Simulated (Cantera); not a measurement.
# SiH₄ + N₂ (silicon nitride deposition)

Input: 1 mol SiH₄, 0.26 mol N₂, equilibrated at 1100 K and 650 Pa.

Equilibrium computed with Cantera from the NASA thermochemical tables; the gas is ideal and each condensed phase is pure. Candidate condensed phases: Si, Si₃N₄; 18 gas species. N₂ is the only nitrogen source here; it is nearly inert below about 1500 K, so the nitride shown seldom forms there in practice. Mutual solubility and eutectic melting of coexisting phases are not modelled. Rates play no part.

| Item | Result |
|---|---|
| x(H₂) | 1.00 |
| n(Si(s)) | 0.610 mol |
| n(Si₃N₄(s)) | 0.130 mol |
| gas amount | 2.000 mol |
